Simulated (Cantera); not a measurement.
Feed: 1 mol Si₃N₄, 0.64 mol CO₂, 29 mol H₂, 0.13 mol O₂, at 21000 Pa.

These are equilibrium values from Cantera (NASA tables, ideal gas, pure condensed phases), not measurements of a reactor. Candidate condensed phases: C, C₆H₆, C₇H₈, C₈H₁₈, H₂O, Si, SiC, SiO₂, Si₂N₂O, Si₃N₄; 151 gas species. Mutual solubility and eutectic melting of coexisting phases are not modelled. Rates play no part.

Q: Which condensed phases are stable at each of these points (T (K)): 1023, 1073, 1123, 1173, 1223, 1273, 1323, 1373?

A: 
```json
[
 {"T (K)": "1023", "condensed phases": "C(graphite) + SiO₂(β-quartz) + Si₂N₂O(s)", "Si condensed (%)": "100.0"},
 {"T (K)": "1073", "condensed phases": "C(graphite) + SiO₂(β-quartz) + Si₂N₂O(s)", "Si condensed (%)": "100.0"},
 {"T (K)": "1123", "condensed phases": "C(graphite) + Si₂N₂O(s)", "Si condensed (%)": "100.0"},
 {"T (K)": "1173", "condensed phases": "C(graphite) + Si₂N₂O(s)", "Si condensed (%)": "100.0"},
 {"T (K)": "1223", "condensed phases": "C(graphite) + Si₂N₂O(s)", "Si condensed (%)": "100.0"},
 {"T (K)": "1273", "condensed phases": "C(graphite) + Si₂N₂O(s)", "Si condensed (%)": "100.0"},
 {"T (K)": "1323", "condensed phases": "C(graphite) + Si₂N₂O(s)", "Si condensed (%)": "100.0"},
 {"T (K)": "1373", "condensed phases": "C(graphite) + Si₂N₂O(s)", "Si condensed (%)": "100.0"}
]
```

From 1023 K to 1073 K the condensed part is C(graphite) + SiO₂(β-quartz) + Si₂N₂O(s). From 1123 K to 1373 K the condensed part is C(graphite) + Si₂N₂O(s).
